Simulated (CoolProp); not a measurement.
Vapour-liquid equilibrium of n-pentane (1) + the fluoroketone C6F12O (FK-5-1-12) (2) at 0.351 MPa; x and y are mole fractions of (1).

Computed with CoolProp (multi-fluid Helmholtz-energy mixture model, Thol 2019 and McLinden 2015; pair parameters Bell 2016).

Problem. Give the bubble temperature and the first vapour's composition at x = 0.15, 0.55, 0.65. Is there an azeotrope?

Solution. x = 0.15: 79.4 °C, y = 0.336; x = 0.55: 69.4 °C, y = 0.631; x = 0.65: 69.2 °C, y = 0.657. y crosses x between x = 0.65 and 0.75: the model has an azeotrope there.

The pair parameters rest on a limited set of measurements; away from them the model extrapolates.
